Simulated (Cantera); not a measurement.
# Low-pressure radical oxidation in H2/O2

An isothermal, constant-pressure homogeneous reactor starts with 0.951 % H2, 99.0 % O2, equivalence ratio 0.0048, at 1400 K and 0.0132 atm.

Model: the H2/O2 subset of GRI-Mech 3.0, which has no nitrogen chemistry, integrated in Cantera. Radical loss at walls, strong at low pressure, is not modelled.

```
t (s)        x H2   x O2    x H2O2      x OH     x H2O
--------  -------  -----  --------  --------  --------
2.00e-5   0.00951  0.990    <1e-12   1.63e-9  4.53e-11
8.98e-5   0.00951  0.990  3.04e-12   1.60e-8   2.28e-9
0.000403  0.00951  0.990  5.61e-11   1.38e-7   8.46e-8
0.00181   0.00948  0.990  8.00e-10   1.32e-5   1.66e-5
0.00814   4.08e-5  0.981   9.72e-9   0.00129   0.00869
0.0366    3.35e-5  0.982   9.22e-9   0.00122   0.00875
0.164     2.62e-5  0.984   8.48e-9   0.00108   0.00887
0.737     1.12e-5  0.988   5.99e-9  0.000710   0.00915
3.31      1.75e-6  0.990   2.14e-9  0.000281   0.00941
14.9      1.68e-7  0.990  3.81e-10   8.70e-5   0.00951
66.8      3.96e-8  0.990  1.26e-10   4.23e-5   0.00953
300       3.77e-8  0.990  1.22e-10   4.14e-5   0.00953
```
x: mole fraction; the columns are a selection and need not sum to one.

Equilibrium at this temperature and pressure: H2 3.77e-8, O2 0.990, H2O2 1.22e-10, OH 4.14e-5, H2O 0.00953 (gas phase only).
